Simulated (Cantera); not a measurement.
Equilibrium for abatement and gas-phase synthesis: HCl + H2 + O2

A closed system holds: 1 mol HCl, 0.17 mol H2, 8 mol O2, equilibrated at 2827 °C and 0.0100 bar.

Method: chemical equilibrium by Gibbs-energy minimisation in Cantera with the NASA 1993 tables (ideal gas, pure condensed phases). Candidate condensed phases: H2O; 14 gas species. Rates play no part.

| Item | Value |
|---|---|
| x(O) | 0.670 |
| x(O2) | 0.180 |
| x(H) | 0.0667 |
| x(Cl) | 0.0640 |
| x(OH) | 0.0163 |
| x(HCl) | 0.00140 |
| x(H2) | 0.000984 |
| x(H2O) | 0.000673 |
| x(ClO) | 2.36e-5 |
| gas amount | 15.28 mol |
